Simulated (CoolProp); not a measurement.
Ethanol at 499.19 K and 7.01 MPa is throttled through a valve to 4.17 MPa with no heat exchange. Each further row changes one setting.

Values from CoolProp's reference Helmholtz-energy equation of state, Schroeder 2014.

```csv
case,temperature change (K),final phase,final density (kg/m³)
as stated,-8.0,"two-phase, vapour fraction 0.067",365
outlet pressure 1.25 MPa,-66.3,"two-phase, vapour fraction 0.432",42.6
outlet pressure 5.42 MPa,-1.7,liquid,495
```
